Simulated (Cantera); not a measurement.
# Reactions in the system H-N-O-Zr

Standard-state values (1 bar) from the NASA 1993 polynomials, evaluated with Cantera. Values are per mole of reaction as written; species without (g) are pure solids or liquids, kept so even where they would boil at 1 bar.

3 ZrO₂(g) + 4 NH₃(g) = 6 H₂O(g) + 3 Zr + 2 N₂(g)

```json
[
 {"T (K)": "1350", "ΔH° (kJ)": "-378.1", "ΔS° (J/K)": "86.0", "ΔG° (kJ)": "-494.1", "log10 K": "19.12"},
 {"T (K)": "1500", "ΔH° (kJ)": "-377.0", "ΔS° (J/K)": "86.7", "ΔG° (kJ)": "-507.0", "log10 K": "17.66"},
 {"T (K)": "1650", "ΔH° (kJ)": "-375.5", "ΔS° (J/K)": "87.6", "ΔG° (kJ)": "-520.1", "log10 K": "16.46"},
 {"T (K)": "1800", "ΔH° (kJ)": "-373.4", "ΔS° (J/K)": "88.8", "ΔG° (kJ)": "-533.3", "log10 K": "15.48"},
 {"T (K)": "1950", "ΔH° (kJ)": "-370.6", "ΔS° (J/K)": "90.4", "ΔG° (kJ)": "-546.8", "log10 K": "14.65"},
 {"T (K)": "2100", "ΔH° (kJ)": "-366.9", "ΔS° (J/K)": "92.2", "ΔG° (kJ)": "-560.5", "log10 K": "13.94"}
]
```
